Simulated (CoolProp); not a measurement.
Saturation properties of hydrogen chloride.

Model: reference Helmholtz-energy equation of state, Thol 2018, in CoolProp.

| T (°C) | p (bar) | liquid density (kg/m³) | enthalpy of vaporisation (kJ/kg) | liquid cp (kJ/(kg K)) | vapour Z |
|---|---|---|---|---|---|
| -38.25 | 8.149 | 1059 | 384.2 | 1.750 | 0.8820 |
| -31.35 | 10.31 | 1038 | 373.2 | 1.780 | 0.8623 |
| -24.45 | 12.88 | 1016 | 361.4 | 1.816 | 0.8407 |
| -17.65 | 15.85 | 992.9 | 349.0 | 1.860 | 0.8174 |
| -10.75 | 19.35 | 968.6 | 335.3 | 1.915 | 0.7915 |
| -3.85 | 23.39 | 942.9 | 320.4 | 1.985 | 0.7631 |
| 3.05 | 28.02 | 915.4 | 304.1 | 2.076 | 0.7320 |
| 9.95 | 33.30 | 885.6 | 286.1 | 2.198 | 0.6977 |

It boils at -85.0 °C under 1 atm.
